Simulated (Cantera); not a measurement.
A closed system holds: 1 mol SiCl4, 0.16 mol HCl, 4.1 mol H2, at 1123 K and 1900 Pa.

Equilibrium computed with Cantera from the NASA thermochemical tables; the gas is ideal and each condensed phase is pure. Candidate condensed phases: Si; 19 gas species. The tables' values for SiCl3 are old estimates; treat these amounts as uncertain. Kinetics and transport are ignored.

Base state: H2 0.725, SiCl4 0.141, HCl 0.0881, SiHCl3 0.0200, SiCl2 0.0128, SiCl3 0.0121, SiH2Cl2 0.000345 (mole fractions); condensed: gas only.

**Question.** What changes in the equilibrium state with this change: HCl from 0.16 to 4.8 mol?

**Answer.** 
| species | before | after |
|---|---|---|
| HCl | 0.0881 | 0.487 |
| H2 | 0.725 | 0.412 |
| SiCl4 | 0.141 | 0.0982 |
| SiCl2 | 0.0128 | 0.000165 |
| SiHCl3 | 0.0200 | 0.00142 |
| SiCl3 | 0.0121 | 0.00114 |
| SiH2Cl2 | 0.000345 | 2.52e-6 |
